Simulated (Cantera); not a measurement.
Charge: 1 mol PbS, 80 mol H₂, 0.38 mol N₂, at 923.15 K and 1 atm.

Equilibrium computed with Cantera from the NASA thermochemical tables; the gas is ideal and each condensed phase is pure. Candidate condensed phases: Pb, PbS, S; 18 gas species. Rates play no part.

Base state: H₂ 0.987, H₂S 0.00817, N₂ 0.00469, NH₃ 6.87e-5 (mole fractions); condensed: Pb(l) + PbS(s).

What changes in the equilibrium state with this change: PbS replaced by PbO?


```tsv
species	before	after
H₂	0.987	0.983
H₂O	0	0.0124
N₂	0.00469	0.00469
H₂S	0.00817	0
NH₃	6.87e-5	6.82e-5
Pb(l), mol	0.657	1.000
PbS(s), mol	0.342	0
```
Further candidate phases: H₂O, PbO, PbO₂, Pb₃O₄.
